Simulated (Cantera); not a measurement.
An isothermal, constant-pressure homogeneous reactor starts with 52.6 % H₂, 31.0 % O₂, 16.4 % N₂, equivalence ratio 0.85, at 1350 K and 90.0 Torr.

Computed with Cantera and GRI-Mech 3.0 (53 species, 325 reactions). The temperature is held fixed by assumption; the heat of reaction is taken as removed at once.

x: mole fraction; the columns are a selection and need not sum to one.

```tsv
t (s)	x H₂	x O₂	x N₂O	x HO₂	x NO	x H₂O₂
4.00e-5	0.526	0.310	<1e-12	1.21e-6	<1e-12	1.89e-8
0.000139	0.0776	0.114	3.29e-9	2.26e-5	1.75e-6	2.31e-6
0.000480	0.0513	0.0888	5.79e-9	2.48e-5	8.12e-6	3.69e-6
0.00167	?	0.0667	?	?	9.82e-6	?
0.00577	0.000983	0.0630	2.05e-8	5.75e-6	9.93e-6	7.41e-7
0.0200	8.98e-5	0.0629	2.52e-8	7.59e-7	9.93e-6	1.44e-7
0.0693	?	0.0630	2.52e-8	?	9.94e-6	?
0.240	3.32e-6	0.0630	1.93e-8	4.67e-8	9.94e-6	9.16e-9
0.833	1.75e-6	0.0630	7.10e-9	3.79e-8	9.94e-6	5.10e-9
2.89	1.69e-6	0.0630	1.96e-9	3.77e-8	9.94e-6	4.93e-9
10.0	1.69e-6	0.0630	1.89e-9	3.77e-8	9.94e-6	4.93e-9
```

Q: What belongs in the gaps?

A: 
- 0.00167, x H₂: 0.0110
- 0.00167, x N₂O: 1.17e-8
- 0.00167, x HO₂: 1.83e-5
- 0.00167, x H₂O₂: 2.70e-6
- 0.0693, x H₂: 1.35e-5
- 0.0693, x HO₂: 1.30e-7
- 0.0693, x H₂O₂: 3.15e-8
